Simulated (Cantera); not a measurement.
Input: 1 mol Si, 4 mol HF, 1.4 mol N2, held at 1375 K and 11.0 mbar.

Method: chemical equilibrium by Gibbs-energy minimisation in Cantera with the NASA 1993 tables (ideal gas, pure condensed phases). Candidate condensed phases: Si, Si3N4; 37 gas species. The tables' values for SiF3, SiF2 are old estimates; treat these amounts as uncertain. Rates play no part.

Base state: H2 0.447, N2 0.317, SiF4 0.217, HF 0.00969, SiF3 0.00746, SiHF3 0.00184, SiF2 0.000186, H 2.18e-5 (mole fractions); condensed: gas only.

Q: What changes in the equilibrium state with this change: HF from 4 to 12 mol?

A: 
```csv
species,before,after
HF,0.00969,0.645
H2,0.447,0.161
N2,0.317,0.113
SiF4,0.217,0.0806
SiF2,0.000186,5.61e-9
SiHF3,0.00184,3.71e-6
SiF3,0.00746,2.50e-5
H,2.18e-5,1.31e-5
```
The tables' values for SiF3 are old estimates; treat these amounts as uncertain.
